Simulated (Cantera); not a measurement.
## Si3N4 + H2 + N2 + Cl2 (nitride etching)

Input: 1 mol Si3N4, 770 mol H2, 0.58 mol N2, 0.0035 mol Cl2, at 2.60 mbar.

These are equilibrium values from Cantera (NASA tables, ideal gas, pure condensed phases), not measurements of a reactor. Candidate condensed phases: NH4Cl, Si, Si3N4; 28 gas species. Mutual solubility and eutectic melting of coexisting phases are not modelled. Rates play no part.

```tsv
T (°C)	x H2	x N2	x H	x HCl	n Si3N4(s)	n Si(s)
1000	0.999	0.000753	1.40e-5	9.08e-6	1.000	0
1025	0.999	0.000753	2.10e-5	9.08e-6	1.000	0
1050	0.999	0.000753	3.11e-5	9.08e-6	1.000	0
1075	0.999	0.000753	4.54e-5	9.08e-6	1.000	0
1100	0.999	0.00118	6.53e-5	9.08e-6	0.835	0.496
1125	0.998	0.00211	9.27e-5	9.07e-6	0.477	1.57
1150	0.997	0.00334	0.000130	9.06e-6	0	3.00
1175	0.996	0.00334	0.000180	9.06e-6	0	3.00
```
x: gas mole fraction; n: condensed amount in mol.

From 1000 °C to 1075 °C the condensed part is Si3N4(s). From 1100 °C to 1125 °C the condensed part is Si(s) + Si3N4(s). From 1150 °C to 1175 °C the condensed part is Si(s). The main Si-bearing gas is SiH2 at 1000 °C and Si at 1175 °C.
